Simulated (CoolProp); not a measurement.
Vapour-liquid equilibrium of chloromethane (R40) (1) + isobutene (2) at 274.2 K; x and y are mole fractions of (1).

Model: multi-fluid Helmholtz-energy mixture model, Thol 2014 and Lemmon 2005; pair parameters Bell 2016, in CoolProp.

```tsv
x	bubble pressure (MPa)	y at the bubble point	dew pressure at overall composition x (MPa)	liquid density (mol/L)
0.05	[?]	0.112	0.1419	[?]
0.2	0.1747	0.353	0.1569	12.05
0.35	[?]	0.518	0.1743	[?]
0.5	0.2160	0.648	0.1943	14.02
0.65	[?]	0.761	[?]	15.24
0.8	0.2491	0.865	0.2392	16.67
0.95	0.2641	0.967	0.2617	[?]
```

Task: Complete the blanks.

Result: 
- 0.05, bubble pressure (MPa): 0.1479
- 0.05, liquid density (mol/L): 11.25
- 0.35, bubble pressure (MPa): 0.1968
- 0.35, liquid density (mol/L): 12.96
- 0.65, bubble pressure (MPa): 0.2332
- 0.65, dew pressure at overall composition x (MPa): 0.2163
- 0.95, liquid density (mol/L): 18.35

No azeotrope shows between x = 0.05 and 0.95.

The pair parameters rest on a limited set of measurements; away from them the model extrapolates.
